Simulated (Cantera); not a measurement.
Mixture: C₃H₈ : O₂ : N₂ = 1 : 8.77 : 33 (molar parts), at 28500 Torr, adiabatic and at constant volume. Ignition delay is the time to a rise of 400 K.

Detailed kinetics in Cantera: GRI-Mech 3.0 (53 species, 325 reactions). GRI-Mech 3.0 was tuned for natural gas; its chemistry of propane as a main component is partial and can be far from experiment. The pressure lies above the range GRI-Mech 3.0 was tuned for (to about 10 atm).

Q: What does this change do: N2 33 to 67 parts?

A: 
| quantity | before | after |
|---|---|---|
| delay at 1175 K | 0.757 ms | 1.24 ms |
| delay at 1275 K | 0.162 ms | 0.256 ms |
| delay at 1375 K | 39.7 µs | 61.6 µs |
| delay at 1475 K | 11.7 µs | 18.0 µs |
| delay at 1575 K | 4.20 µs | 6.53 µs |
| delay at 1675 K | 1.83 µs | 2.86 µs |
| apparent activation energy between 1475 and 1675 K | 190 kJ/mol | 190 kJ/mol |

Q: What does this change do: pressure from 28500 Torr to 2400 Torr?

A: 
```
quantity                                                before       after
--------------------------------------------------  ----------  ----------
delay at 1175 K                                       0.757 ms     5.04 ms
delay at 1275 K                                       0.162 ms    0.758 ms
delay at 1375 K                                        39.7 µs    0.155 ms
delay at 1475 K                                        11.7 µs     44.2 µs
delay at 1575 K                                        4.20 µs     17.1 µs
delay at 1675 K                                        1.83 µs     8.38 µs
apparent activation energy between 1475 and 1675 K  190 kJ/mol  170 kJ/mol
```
